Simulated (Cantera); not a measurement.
Mixture: C3H8 : O2 : N2 = 1 : 9.09 : 34.2 (molar parts), equivalence ratio 0.55, at 10.0 bar, adiabatic and at constant volume. Ignition delay is the time to a rise of 400 K.

Detailed kinetics in Cantera: GRI-Mech 3.0 (53 species, 325 reactions). GRI-Mech 3.0 was tuned for natural gas; its chemistry of propane as a main component is partial and can be far from experiment.

Question: Predict: delay at 1175 K; delay at 1225 K; delay at 1275 K; delay at 1325 K; delay at 1375 K; delay at 1425 K; delay at 1475 K; apparent activation energy between 1375 and 1475 K.

Answer: 
```
Property                                                Result
--------------------------------------------------  ----------
delay at 1175 K                                        2.29 ms
delay at 1225 K                                       0.940 ms
delay at 1275 K                                       0.401 ms
delay at 1325 K                                       0.180 ms
delay at 1375 K                                        85.7 µs
delay at 1425 K                                        43.8 µs
delay at 1475 K                                        24.0 µs
apparent activation energy between 1375 and 1475 K  210 kJ/mol
```
